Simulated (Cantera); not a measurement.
# Ignition delay

Mixture: 7.23 % CH₄, 19.5 % O₂, 73.3 % N₂, equivalence ratio 0.74, at 12.8 atm, adiabatic and at constant pressure. Ignition delay is the time to a rise of 400 K.

Cantera simulation using GRI-Mech 3.0 (53 species, 325 reactions); the numbers are that mechanism's predictions, not measurements. The pressure lies above the range GRI-Mech 3.0 was tuned for (to about 10 atm).

```tsv
T0 (K)	delay (ms)
1050	24.9
1150	5.87
1250	1.72
1350	0.573
1450	0.211
1550	0.0849
```

The apparent activation energy between 1350 and 1550 K comes out as 170 kJ/mol.
